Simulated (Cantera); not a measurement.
Input: 1 mol C₃H₆, 0.011 mol NH₃, 45 mol H₂, held at 2498.15 K and 0.00133 bar.

Equilibrium computed with Cantera from the NASA thermochemical tables; the gas is ideal and each condensed phase is pure. Candidate condensed phases: C, C₆H₆, C₇H₈, C₈H₁₈; 92 gas species. Rates play no part.

Base state: H₂ 0.507, H 0.486, C₂H₂ (acetylene) 0.00544, C₂H 0.000373, C₃ 0.000362, HCN 0.000135, C 0.000122, C₂ 3.34e-5 (mole fractions); condensed: C(graphite).

### Question
What changes in the equilibrium state with this change: temperature from 2498.15 K to 848.15 K?

### Answer
```csv
species,before,after
H₂,0.507,0.999
CH₄,5.16e-8,0.000851
N₂,7.27e-6,0.000115
H,0.486,<1e-9
C₂H₂ (acetylene),0.00544,<1e-9
C₂H,0.000373,<1e-9
C₃,0.000362,<1e-9
C,0.000122,<1e-9
HCN,0.000135,3.14e-9
C₂,3.34e-5,<1e-9
"C(graphite), mol",2.16,2.96
```
